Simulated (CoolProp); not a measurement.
Properties of R11 along the isobar 0.101 MPa (Tc = 471.1 K, pc = 4.408 MPa, ω = 0.189).

The numbers come from the reference Helmholtz-energy equation of state, Jacobsen 1992 in CoolProp.

```
T (K)   phase  expansivity (1/kK)  Prandtl number
-----  ------  ------------------  --------------
182.2  liquid               1.191            19.0
187    liquid               1.203            16.6
191.7  liquid                   ?               ?
196.4  liquid               1.226            13.3
201.1  liquid               1.237            12.1
205.8  liquid               1.248            11.1
210.6  liquid               1.259            10.2
215.3  liquid               1.271               ?
220    liquid               1.283               ?
224.7  liquid               1.296            8.30
229.5  liquid               1.309            7.80
234.2  liquid               1.323            7.37
238.9  liquid               1.338            6.99
243.6  liquid               1.353            6.65
```

**Question.** Complete the blanks.

**Answer.** 
- 191.7, expansivity (1/kK): 1.215
- 191.7, Prandtl number: 14.8
- 215.3, Prandtl number: 9.48
- 220, Prandtl number: 8.85

Viscosity comes from a separate model (Klein 1997), an estimate that may be off by 10 % or more. Thermal conductivity comes from a separate model (McLinden 2000), an estimate that may be off by 10 % or more.
